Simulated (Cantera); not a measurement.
Charge: 1 mol SiO₂, 2.2 mol Cl₂, a varied amount of N₂, held at 1348 K and 0.100 bar.

Method: chemical equilibrium by Gibbs-energy minimisation in Cantera with the NASA 1993 tables (ideal gas, pure condensed phases). Candidate condensed phases: Si, SiO₂, Si₂N₂O, Si₃N₄; 23 gas species. The tables hold silica as quartz up to 1696 K and as liquid above; real silica turns to tridymite and cristobalite and melts near 1996 K. The numbers say what is thermodynamically allowed, not how fast it happens.

Problem. At 6.7 mol N₂, list the 5 most abundant gas species with their mole fractions, and the condensed phases.

Solution. N₂ 0.742, Cl₂ 0.229, Cl 0.0284, SiCl₄ 6.70e-5, O₂ 6.15e-5. Condensed: SiO₂(β-quartz).
